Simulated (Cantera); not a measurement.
An adiabatic, constant-volume homogeneous reactor starts with CH₄ : O₂ : N₂ : CO₂ = 1 : 2.86 : 10.7 : 0.93 (molar parts), at 1125 K and 180000 Pa.

Detailed kinetics in Cantera: GRI-Mech 3.0 (53 species, 325 reactions).

Predict: time of steepest temperature rise; temperature at 0.300 s; equilibrium temperature; x(O₂) at 0.300 s; x(CO₂) at 0.300 s; x(H₂O₂) at 0.300 s; x(OH) at 0.300 s.


```
Property                                                            Result
---------------------------------  ---------------------------------------
time of steepest temperature rise                                  70.0 ms
temperature at 0.300 s                                              2536 K
equilibrium temperature                                             2536 K
x(O₂) at 0.300 s                     0.0526 (gas-phase equilibrium 0.0526)
x(CO₂) at 0.300 s                      0.113 (gas-phase equilibrium 0.113)
x(H₂O₂) at 0.300 s                 4.28e-7 (gas-phase equilibrium 4.28e-7)
x(OH) at 0.300 s                   0.00886 (gas-phase equilibrium 0.00886)
```
